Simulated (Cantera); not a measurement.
Input (Python, Cantera):

```python
import numpy as np
import cantera as ct

gas = ct.Solution("gri30.yaml")
gas.TPX = 1425, 101325, {'CH4': 1, 'O2': 2.47, 'N2': 9.28, 'H2': 0.013}
reactor = ct.IdealGasReactor(gas, energy="on", clone=False)
net = ct.ReactorNet([reactor])
net.rtol, net.atol = 1e-08, 1e-16
show = ['CH4', 'O2', 'CH3', 'N2O', 'CH2CO', 'H']
times = np.geomspace(5e-06, 0.7, 11)

steps = ct.SolutionArray(gas, extra=["t"])
rows = []
print(f"{'t/s':>10s}{'T/K':>9s}{'P/Pa':>11s}" + "".join(f"{s:>11s}" for s in show))
for t in times:
    while net.time < t:
        t_next = net.step()
        steps.append(gas.state, t=t_next)
    rows.append([np.interp(t, steps.t, y) for y in (steps.T, steps.P, *steps(*show).X.T)])
    print(f"{t:10.3e}{rows[-1][0]:9.1f}{rows[-1][1]:11.4g}" + "".join(f"{x:11.3e}" for x in rows[-1][2:]))
rate = np.gradient(steps.T, steps.t)
print("integrator steps:", len(steps.t))
if steps.T.max() > steps.T[0] + 200:
    print(f"time of steepest temperature rise: {steps.t[rate.argmax()]:.4e} s")
gas.TPX = 1425, 101325, {'CH4': 1, 'O2': 2.47, 'N2': 9.28, 'H2': 0.013}
gas.equilibrate("UV")
print(f"equilibrium (UV): T = {gas.T:.1f} K  " + "  ".join(f"{s} {gas[s].X[0]:.3e}" for s in show))
```

Output:

```
       t/s      T/K       P/Pa        CH4         O2        CH3        N2O      CH2CO          H
 5.000e-06   1425.0  1.013e+05  7.835e-02  1.935e-01  1.866e-07  9.690e-14  6.663e-21  2.692e-09
 1.635e-05   1425.0  1.013e+05  7.835e-02  1.935e-01  6.597e-07  7.227e-13  3.015e-18  3.270e-09
 5.348e-05   1425.0  1.013e+05  7.835e-02  1.935e-01  2.590e-06  6.424e-12  1.507e-15  5.679e-09
 1.749e-04   1425.0  1.013e+05  7.833e-02  1.935e-01  1.390e-05  5.547e-11  1.682e-12  2.075e-08
 5.720e-04   1425.8  1.014e+05  7.808e-02  1.934e-01  8.971e-05  3.495e-10  5.507e-09  1.529e-07
 1.871e-03   1482.6  1.056e+05  6.922e-02  1.867e-01  5.498e-04  8.080e-09  2.565e-05  7.314e-06
 6.119e-03   2807.4  2.062e+05  8.541e-16  3.870e-02  8.221e-15  1.138e-06  1.349e-17  5.977e-03
 2.001e-02   2807.4  2.062e+05  8.542e-16  3.869e-02  8.221e-15  1.139e-06  1.349e-17  5.976e-03
 6.544e-02   2807.4  2.062e+05  8.542e-16  3.869e-02  8.221e-15  1.139e-06  1.349e-17  5.976e-03
 2.140e-01   2807.4  2.062e+05  8.542e-16  3.869e-02  8.221e-15  1.139e-06  1.349e-17  5.976e-03
 7.000e-01   2807.4  2.062e+05  8.542e-16  3.869e-02  8.221e-15  1.139e-06  1.349e-17  5.976e-03
integrator steps: 1929
time of steepest temperature rise: 2.0617e-03 s
equilibrium (UV): T = 2807.4 K  CH4 1.159e-15  O2 3.869e-02  CH3 1.115e-14  N2O 1.139e-06  CH2CO 1.492e-17  H 5.976e-03
```

Detailed kinetics in Cantera: GRI-Mech 3.0 (53 species, 325 reactions).
